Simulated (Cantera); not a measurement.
Input: 1 mol N2O, 0.075 mol SO2, 1.8 mol O2, at 2200 K and 100 Torr.

Method: chemical equilibrium by Gibbs-energy minimisation in Cantera with the NASA 1993 tables (ideal gas, pure condensed phases). Candidate condensed phases: S; 17 gas species. Kinetics and transport are ignored.

Base state: O2 0.670, N2 0.289, SO2 0.0221, NO 0.0136, O 0.00606, SO 5.70e-5, SO3 2.23e-5, NO2 1.14e-5 (mole fractions); condensed: gas only.

**Question.** What changes in the equilibrium state with this change: pressure from 100 Torr to 47.3 Torr?

**Answer.** 
| species | before | after |
|---|---|---|
| O2 | 0.670 | 0.667 |
| N2 | 0.289 | 0.288 |
| SO2 | 0.0221 | 0.0220 |
| O | 0.00606 | 0.00880 |
| NO | 0.0136 | 0.0136 |
| NO2 | 1.14e-5 | 7.80e-6 |
| SO3 | 2.23e-5 | 1.53e-5 |
| SO | 5.70e-5 | 8.29e-5 |
